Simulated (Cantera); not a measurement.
**Equilibrium for carbothermic reduction: Fe2O3 + C + CO**

Charge: 1 mol Fe2O3, 8 mol C, 0.83 mol CO, held at 2480 Torr.

Method: chemical equilibrium by Gibbs-energy minimisation in Cantera with the NASA 1993 tables (ideal gas, pure condensed phases). Candidate condensed phases: C, Fe, Fe(CO)5, FeO, Fe2O3, Fe3O4; 15 gas species. Iron dissolves carbon and melts from about 1420 K in contact with it, which pure phases cannot show. The tables' stoichiometric FeO is somewhat more stable than real wüstite, so its field is too wide. FeO: taken at fixed stoichiometry. Condensed phases not in the tables: cementite and carbon dissolved in iron. The numbers say what is thermodynamically allowed, not how fast it happens.

```csv
T (K),x CO,x CO2,x Fe,n C(graphite),n FeO(s),n Fe(α),n Fe(γ),n Fe(δ),n Fe(l)
1073,0.743,0.257,<1e-12,7.37,2.00,0,0,0,0
1148,0.893,0.107,2.42e-12,5.37,0,2.00,0,0,0
1223,0.958,0.0417,3.20e-11,5.15,0,0,2.00,0,0
1298,0.983,0.0169,3.12e-10,5.06,0,0,2.00,0,0
1373,0.993,0.00739,2.36e-9,5.03,0,0,2.00,0,0
1448,0.996,0.00350,1.44e-8,5.01,0,0,2.00,0,0
1523,0.998,0.00179,7.36e-8,5.01,0,0,2.00,0,0
1598,0.999,0.000973,3.20e-7,5.00,0,0,2.00,0,0
1673,0.999,0.000561,1.22e-6,5.00,0,0,0,2.00,0
1748,1.000,0.000340,4.09e-6,5.00,0,0,0,2.00,0
1823,1.000,0.000215,1.23e-5,5.00,0,0,0,0,2.00
1898,1.000,0.000141,3.29e-5,5.00,0,0,0,0,2.00
```
x: gas mole fraction; n: condensed amount in mol.

At 1073 K the condensed part is C(graphite) + FeO(s). At 1148 K the condensed part is C(graphite) + Fe(α). From 1223 K to 1598 K the condensed part is C(graphite) + Fe(γ). From 1673 K to 1748 K the condensed part is C(graphite) + Fe(δ). From 1823 K to 1898 K the condensed part is C(graphite) + Fe(l).
